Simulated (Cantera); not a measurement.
Input (Python, Cantera) and output of one run.

```python
import numpy as np
import cantera as ct

gas_names = """
    B BN BO BO2 B2 B2O B2O2 B2O3 N NO NO2 NO3 N2 N2O O O2 O3
""".split()
cond_names = """
    B(b) B(L) BN(s) B2O3(L)
""".split()


# ... load() reads the species with a 1 bar reference pressure and builds the phases ...
atoms = {
    'B2O3': {'B': 2, 'O': 3},
    'N2': {'N': 2},
}
top_T = {'BN(s)': 3200}  # K; cautious upper limits of use, not melting points


# ... equilibrate(T, P, feed) seeds the gas with the atoms and calls Mixture.equilibrate('TP', solver="vcs", rtol=1e-11, max_steps=5000) ...
results = []
feed = {'B2O3': 1, 'N2': 0.54}  # mol
T = 2423  # K
P = 10000  # Pa
mix = equilibrate(T, P, feed)
results.append((T, P, feed, dict(zip(mix.species_names, mix.species_moles))))
print(gas.report(threshold=1e-05))
for i in range(1, mix.n_phases):
    print(f"{mix.phase(i).name:16s} {mix.phase_moles(i):12.5e} mol")
```

It prints:

```
       temperature   2423 K
          pressure   10000 Pa
           density   0.026712 kg/m^3
  mean mol. weight   53.813 kg/kmol
   phase of matter   gas

                          1 kg             1 kmol
                     ---------------   ---------------
          enthalpy       -6.7604e+06        -3.638e+08  J
   internal energy       -7.1347e+06       -3.8394e+08  J
           entropy            7779.8        4.1866e+05  J/K
    Gibbs function       -2.5611e+07       -1.3782e+09  J
 heat capacity c_p            1477.1             79486  J/K
 heat capacity c_v            1322.6             71172  J/K

                      mass frac. Y      mole frac. X     chem. pot. / RT
                     ---------------   ---------------   ---------------
                BO          0.010143           0.02036           -35.343
               BO2          0.017869          0.022463           -55.662
              B2O2         0.0020328         0.0020402           -70.685
              B2O3           0.79115           0.61156           -91.005
                NO        0.00019005        0.00034083           -35.809
                N2           0.17842           0.34273           -30.978
                 O        0.00010909        0.00036692            -20.32
                O2        8.3405e-05        0.00014027           -40.639
     [   +9 minor]        8.0626e-08        2.8088e-07

B(L)              0.00000e+00 mol
BN(s)             0.00000e+00 mol
B2O3(L)           0.00000e+00 mol
```

Equilibrium computed with Cantera from the NASA thermochemical tables; the gas is ideal and each condensed phase is pure.
